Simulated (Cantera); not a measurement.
A perfectly stirred reactor is fed with 7.14 % C₂H₄, 17.9 % O₂, 67.1 % N₂, 7.86 % CO₂, at 7.30 bar; it is adiabatic with a 600 K inlet, and is followed from long to short residence time, starting on the burning branch (τ in s: 0.033, 0.016, 0.0078, 0.0038, 0.0018, 0.00089, 0.00043, 0.00021, 0.0001, 4.9e-05, 2.4e-05, 1.2e-05, 5.6e-06).

Detailed kinetics in Cantera: GRI-Mech 3.0 (53 species, 325 reactions). GRI-Mech 3.0 was tuned for natural gas; its chemistry of ethylene as a main component is partial and can be far from experiment.

Problem. Predict: blow-out, bracketed by the residence times tried; x(C₂H₄) at τ = 33.0 ms; x(O₂) at τ = 33.0 ms; x(CO₂) at τ = 33.0 ms; x(H₂) at τ = 33.0 ms; x(N₂O) at τ = 33.0 ms; x(C₂H₄) at τ = 0.430 ms; x(O₂) at τ = 0.430 ms; x(CO₂) at τ = 0.430 ms; x(H₂) at τ = 0.430 ms; x(N₂O) at τ = 0.430 ms.

Solution. 
```
Item                                                                           Value
------------------------------------------------  ----------------------------------
blow-out, bracketed by the residence times tried  burning at 12.0 µs, out at 5.60 µs
x(C₂H₄) at τ = 33.0 ms                                                       1.06e-6
x(O₂) at τ = 33.0 ms                                                        0.000547
x(CO₂) at τ = 33.0 ms                                                          0.151
x(H₂) at τ = 33.0 ms                                                         0.00892
x(N₂O) at τ = 33.0 ms                                                        1.19e-7
x(C₂H₄) at τ = 0.430 ms                                                      3.23e-5
x(O₂) at τ = 0.430 ms                                                        0.00449
x(CO₂) at τ = 0.430 ms                                                         0.143
x(H₂) at τ = 0.430 ms                                                         0.0103
x(N₂O) at τ = 0.430 ms                                                       3.02e-7
```
